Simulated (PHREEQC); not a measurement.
PHREEQC input (ion-association model, wateq4f.dat):

```
SOLUTION_SPECIES
  PO4-3 + 3H+ = H3PO4  # constants of phreeqc.dat
    -log_k 21.721
    -delta_h -10.1 kJ
SOLUTION 1
  temp 25
  units mol/kgw
  pH 7 charge
  B 0.0132
  F 0.0528
  Cu(2) 0.0066
  S(6) 0.15
SOLUTION 2
  temp 25
  units mol/kgw
  pH 7 charge
  P 0.004636
  K 0.004672
END
SELECTED_OUTPUT 1
  -reset false
  -pH true
  -pe true
  -ionic_strength true
  -water true
  -totals B Cu F K P S Cu(1) Cu(2) S(-2) S(6)
  -molalities H+ H3BO3 Cu+2 F- K+ PO4-3 SO4-2 HPO4-2 H2PO4- H2BO3-
    KHPO4- KSO4- HSO4- H2S HS- S-2 O2 OH- BF(OH)3- BF2(OH)2-
    BF3OH- BF4- HF HF2- Cu+ CuF+ CuOH+ Cu(OH)2 Cu(OH)3- Cu(OH)4-2
    Cu2(OH)2+2 CuSO4 Cu(HS)3- H2F2 H3PO4
  -equilibrium_phases Cu(OH)2 Brochantite Antlerite Cu3(PO4)2:3H2O Chalcanthite CuF2:2H2O
PRINT
  -reset false
MIX 1
  1 1
  2 0
EQUILIBRIUM_PHASES 1
  Cu(OH)2 0 0
  Brochantite 0 0
  Antlerite 0 0
  Cu3(PO4)2:3H2O 0 0
  Chalcanthite 0 0
  CuF2:2H2O 0 0
  O2(g) -0.68 10
END
# ... the last block is repeated for the other 10 points of share of solution B
```

Selected output (columns that matter, 11 of 11 rows; share of solution B added in front):

```
share of solution B	pH	mu	B	Cu	F	K	P	S	m_H+	m_H3BO3	m_Cu+2	m_K+	m_SO4-2	m_H2PO4-
0	0.86091	0.21056	0.0132	0.0066	0.0528	0	0	0.15	0.17314	0.0024028	0.0046368	0	0.023508	0
0.1	0.90263	0.19191	0.01188	0.0059401	0.04752	0.0004672	0.0004636	0.135	0.15658	0.002317	0.0041489	0.00044721	0.02244	3.2657e-05
0.2	0.94921	0.17313	0.01056	0.0052801	0.042241	0.00093442	0.00092722	0.12	0.13994	0.0022228	0.0036658	0.0008949	0.021293	7.1295e-05
0.3	1.002	0.15418	0.0092402	0.0046201	0.036961	0.0014016	0.0013908	0.105	0.12322	0.0021185	0.003188	0.0013433	0.020051	0.00011808
0.4	1.0629	0.13504	0.0079202	0.0039601	0.031681	0.0018689	0.0018545	0.090003	0.10641	0.0020014	0.002716	0.0017925	0.01869	0.00017645
0.5	1.1348	0.11563	0.0066002	0.0033001	0.026401	0.0023361	0.0023181	0.075003	0.089463	0.0018677	0.0022504	0.0022432	0.017175	0.00025217
0.6	1.223	0.095875	0.0052802	0.0026401	0.021121	0.0028033	0.0027817	0.060002	0.072352	0.0017115	0.001792	0.002696	0.01545	0.00035593
0.7	1.3369	0.075611	0.0039602	0.0019801	0.015841	0.0032705	0.0032453	0.045002	0.055013	0.0015218	0.0013414	0.0031524	0.013421	0.00051016
0.8	1.4984	0.054543	0.0026401	0.0013201	0.01056	0.0037378	0.003709	0.030001	0.037333	0.0012757	0.00089937	0.0036156	0.010896	0.00077246
0.9	1.7789	0.031947	0.00132	0.00066002	0.0052802	0.004205	0.0041726	0.015001	0.019088	0.00090399	0.0004649	0.004096	0.0073669	0.0013576
1	5.1336	0.0047277	0	0	0	0.004672	0.004636	0	7.8619e-06	0	0	0.0046717	0	0.0045829
```

H3PO4, which wateq4f.dat lacks, is added to it with the constant of phreeqc.dat. Real BF4- forms and hydrolyses slowly; the run takes it at equilibrium. The database has no phosphate complexes of Cu.
